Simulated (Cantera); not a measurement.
A closed system holds: 1 mol BN, 130 mol H2, at 1748 K and 0.00830 bar.

These are equilibrium values from Cantera (NASA tables, ideal gas, pure condensed phases), not measurements of a reactor. Candidate condensed phases: B, BN; 15 gas species. Mutual solubility and eutectic melting of coexisting phases are not modelled. The tables' values for BH2 are old estimates; treat these amounts as uncertain. Kinetics and transport are ignored.

### Question
What is the equilibrium state?

### Answer
```
Quantity         Value
----------  ----------
x(H2)            0.997
x(H)           0.00250
x(N2)         0.000191
x(BH2)         8.86e-5
x(BH3)         1.53e-6
n(B(s))     0.0379 mol
n(BN(s))     0.950 mol
gas amount   130.2 mol
```
